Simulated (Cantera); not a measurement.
Input (Python, Cantera) and output of one run.

```python
import numpy as np
import cantera as ct

gas_names = """
    H HO2 H2 H2O H2O2 O OH O2 O3 P PH PH3 PO PO2 P2 P4 P4O10
""".split()
cond_names = """
    H2O(s) H2O(L) P(cr) P(L) P4O10(s)
""".split()


# ... load() reads the species with a 1 bar reference pressure and builds the phases ...
atoms = {
    'PH3': {'P': 1, 'H': 3},
    'O2': {'O': 2},
}
top_T = {'P4O10(s)': 690}  # K; cautious upper limits of use, not melting points


# ... equilibrate(T, P, feed) seeds the gas with the atoms and calls Mixture.equilibrate('TP', solver="vcs", rtol=1e-11, max_steps=5000) ...
results = []
T = 2973.15  # K
P = 8700  # Pa
for m in [0.071, 0.14, 0.27, 0.54, 1.1, 2.1, 4]:
    feed = {'PH3': 1, 'O2': m}  # mol
    mix = equilibrate(T, P, feed)
    results.append((T, P, feed, dict(zip(mix.species_names, mix.species_moles))))

top = {s: max(r[3][s] / sum(r[3][g] for g in gas_names) for r in results) for s in gas_names}
cols = sorted((s for s in top if top[s] > 1e-06), key=lambda s: -top[s])[:5]
seen = [c for c in cond_names if any(r[3].get(c, 0) > 1e-12 for r in results)]
print("log10 of partial pressures in bar; condensed amounts in mol")
print(f"{'n(O2)':>10s}" + "".join(f"{s[:9]:>10s}" for s in cols + seen))
for T, P, feed, n in results:
    ng = sum(n[g] for g in gas_names)
    print(f"{feed['O2']:10.4g}" + "".join(f"{np.log10(max(n[s] / ng * P / 1e5, 1e-99)):10.3f}" for s in cols)
          + "".join(f"{n.get(c, 0):10.4g}" for c in seen))
```

Result:

```
log10 of partial pressures in bar; condensed amounts in mol
     n(O2)        H2         H        O2        PO         O
     0.071    -1.437    -1.556    -7.499    -2.341    -4.736
      0.14    -1.451    -1.563    -6.848    -2.061    -4.410
      0.27    -1.476    -1.576    -6.124    -1.806    -4.048
      0.54    -1.534    -1.605    -4.854    -1.604    -3.414
       1.1    -1.766    -1.721    -2.992    -1.755    -2.483
       2.1    -2.183    -1.929    -1.989    -2.117    -1.981
         4    -2.585    -2.130    -1.581    -2.455    -1.777
```

Method: chemical equilibrium by Gibbs-energy minimisation in Cantera with the NASA 1993 tables (ideal gas, pure condensed phases). Gases not in the tables: HPO2, HPO3 and P4O6.
